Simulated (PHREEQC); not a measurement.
Dissolve 1.6 mmol/kgw CuSO4, 0.21 mmol/kgw HBF4 and 2 mmol/kgw FeCl3 at 25 °C. Closed to the air; pH follows from the charge balance.

All values are PHREEQC results (ion-association model, phreeqc.dat), not measurements.

Precipitation was switched off in this run.

### Question
Order these F species by the share of F that they hold, largest first: F-, FeF2+, FeF+2, HF, FeF3.

### Answer
FeF+2 (79 %), FeF2+ (19 %), HF (0.99 %), F- (0.56 %), FeF3 (0.17 %)

The pH is 2.88 and the ionic strength 0.0120 mol/kgw. The solution is supersaturated, for example in Hematite (slow to form), Goethite (slow to form), so a real one may precipitate; this is no full list. Real BF4- forms and hydrolyses slowly; the run takes it at equilibrium. Fluoro complexes past AlF4- and FeF3 are missing from the database.
